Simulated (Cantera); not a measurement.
Input: 1 mol SO2, 0.21 mol H2O, 1.3 mol H2, held at 2450 K and 10.0 mbar.

Method: chemical equilibrium by Gibbs-energy minimisation in Cantera with the NASA 1993 tables (ideal gas, pure condensed phases). Candidate condensed phases: H2O, H2SO4, S; 19 gas species. The numbers say what is thermodynamically allowed, not how fast it happens.

Problem. What is the equilibrium state?

Solution. 
* **x(H2O)**: 0.274
* **x(H2)**: 0.229
* **x(SO2)**: 0.189
* **x(SO)**: 0.141
* **x(H)**: 0.0961
* **x(S)**: 0.0270
* **x(OH)**: 0.0225
* **x(O)**: 0.00628
* **x(SH)**: 0.00588
* **gas amount**: 2.669 mol
* **log10 activity of S(l) (absent)**: -3.87
